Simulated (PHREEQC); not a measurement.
Dissolve 0.0032 mol/kgw MgCl2, 0.16 mol/kgw Na2SO4 and 0.0031 mol/kgw MgSO4 at 25 °C. Closed to the air; pH follows from the charge balance.

The numbers come from PHREEQC with the ion-association model, phreeqc.dat.

This is a speciation only: nothing precipitates in the calculation.

Q: Order these S species by the share of S that they hold, largest first: MgSO4, SO4-2, NaSO4-.

A: SO4-2 (74 %), NaSO4- (24 %), MgSO4 (2.4 %)

The ionic strength is 0.409 mol/kgw.
